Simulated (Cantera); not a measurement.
A freely propagating, adiabatic, planar premixed flame of CO : H2 : O2 : N2 = 1 : 0.061 : 0.78 : 2.93 (molar parts), equivalence ratio 0.68, unburnt at 450 K and 82.5 Torr; mixture-averaged transport, grid criteria slope 0.08 and curve 0.16, no radiation.

Computed with Cantera and GRI-Mech 3.0 (53 species, 325 reactions). Burning velocities carry a grid error of a few per cent, more on coarse grids.

Problem. Predict: laminar burning velocity; thermal thickness; peak x(H); peak x(HO2).

Solution. 
```
Quantity                      Value
------------------------  ---------
laminar burning velocity  63.2 cm/s
thermal thickness           14.0 mm
peak x(H)                    0.0114
peak x(HO2)                 6.53e-5
```
